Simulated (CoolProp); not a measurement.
Vapour-liquid equilibrium of propane (1) + R114 (2) at 1 MPa; x and y are mole fractions of (1).

Values from CoolProp's multi-fluid Helmholtz-energy mixture model, Lemmon 2009 and Platzer 1990; pair parameters Bell 2016. This equation is an older, rougher fit; its heat capacities, sound speeds and derivatives of the liquid may be far off and weren't checked against measurements.

```json
[
 {"x": "0.05", "bubble temperature (°C)": "77.5", "y at the bubble point": "0.136", "dew temperature at overall composition x (°C)": "81.2", "liquid density (mol/L)": "7.502"},
 {"x": "0.125", "bubble temperature (°C)": "69.8", "y at the bubble point": "0.305", "dew temperature at overall composition x (°C)": "78.0", "liquid density (mol/L)": "7.789"},
 {"x": "0.2", "bubble temperature (°C)": "63.2", "y at the bubble point": "0.438", "dew temperature at overall composition x (°C)": "74.7", "liquid density (mol/L)": "8.064"},
 {"x": "0.275", "bubble temperature (°C)": "[?]", "y at the bubble point": "0.542", "dew temperature at overall composition x (°C)": "71.3", "liquid density (mol/L)": "8.328"},
 {"x": "0.35", "bubble temperature (°C)": "52.6", "y at the bubble point": "[?]", "dew temperature at overall composition x (°C)": "67.7", "liquid density (mol/L)": "8.587"},
 {"x": "0.425", "bubble temperature (°C)": "48.4", "y at the bubble point": "0.692", "dew temperature at overall composition x (°C)": "63.9", "liquid density (mol/L)": "8.844"},
 {"x": "0.5", "bubble temperature (°C)": "44.7", "y at the bubble point": "[?]", "dew temperature at overall composition x (°C)": "59.9", "liquid density (mol/L)": "9.102"},
 {"x": "0.575", "bubble temperature (°C)": "41.4", "y at the bubble point": "0.796", "dew temperature at overall composition x (°C)": "55.6", "liquid density (mol/L)": "9.364"},
 {"x": "0.65", "bubble temperature (°C)": "38.4", "y at the bubble point": "0.838", "dew temperature at overall composition x (°C)": "51.1", "liquid density (mol/L)": "9.635"},
 {"x": "0.725", "bubble temperature (°C)": "35.6", "y at the bubble point": "[?]", "dew temperature at overall composition x (°C)": "46.2", "liquid density (mol/L)": "9.917"},
 {"x": "0.8", "bubble temperature (°C)": "33.1", "y at the bubble point": "0.912", "dew temperature at overall composition x (°C)": "41.1", "liquid density (mol/L)": "10.21"},
 {"x": "0.875", "bubble temperature (°C)": "30.7", "y at the bubble point": "0.946", "dew temperature at overall composition x (°C)": "35.8", "liquid density (mol/L)": "10.53"},
 {"x": "0.95", "bubble temperature (°C)": "28.4", "y at the bubble point": "0.978", "dew temperature at overall composition x (°C)": "30.4", "liquid density (mol/L)": "10.86"}
]
```

**Question.** Complete the blanks.

**Answer.** 
- 0.275, bubble temperature (°C): 57.5
- 0.35, y at the bubble point: 0.624
- 0.5, y at the bubble point: 0.748
- 0.725, y at the bubble point: 0.877

No azeotrope shows between x = 0.05 and 0.95.

Pair parameters are fitted to limited data, so mixtures are less certain than the pure fluids.
